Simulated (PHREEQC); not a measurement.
Dissolve 0.057 mol/kgw HF, 0.0025 mol/kgw NH4F and 0.0018 mol/kgw H2SiF6 at 20 °C. It is in equilibrium with CO2 at log p = -2 (atm). Otherwise closed; pH follows from the charge balance.

Model: ion-association model, wateq4f.dat, run in PHREEQC.

Each row changes one thing in this solution. This is a speciation only: nothing precipitates in the calculation.

```
case                                   pH  ionic strength (mol/kgw)  HF (mol/kgw)  H2F2 (mol/kgw)  F- (mol/kgw)  HF2- (mol/kgw)  SI of Quartz (SiO2)
-----------------------------------  ----  ------------------------  ------------  --------------  ------------  --------------  -------------------
as made                              2.19                    0.0115        0.0418         0.00544       0.00524        0.000808                -6.54
diluted 5-fold with water            2.57                   0.00370       0.00872        0.000237       0.00254         8.16e-5                -3.85
0.0094 mol/kgw NH4BF4 added          2.19                    0.0210        0.0416         0.00543       0.00541        0.000833                -6.59
NH4F from 0.0025 to 0.00275 mol/kgw  2.19                    0.0116        0.0418         0.00546       0.00535        0.000825                -6.56
HF from 0.057 to 0.0513 mol/kgw      2.21                    0.0111        0.0382         0.00456       0.00502        0.000708                -6.35
NH4F from 0.0025 to 0.00025 mol/kgw  2.12                    0.0104        0.0411         0.00526       0.00436        0.000661                -6.35
NH4F from 0.0025 to 0.0005 mol/kgw   2.12                    0.0105        0.0411         0.00528       0.00445        0.000676                -6.37
```

Species that the database lacks are ignored. wateq4f.dat counts part of the HF as a dimer, H2F2, which phreeqc.dat doesn't know; its constant is uncertain. SiF6-2 is the database's only silicon fluoride. Real BF4- forms and hydrolyses slowly; the run takes it at equilibrium.
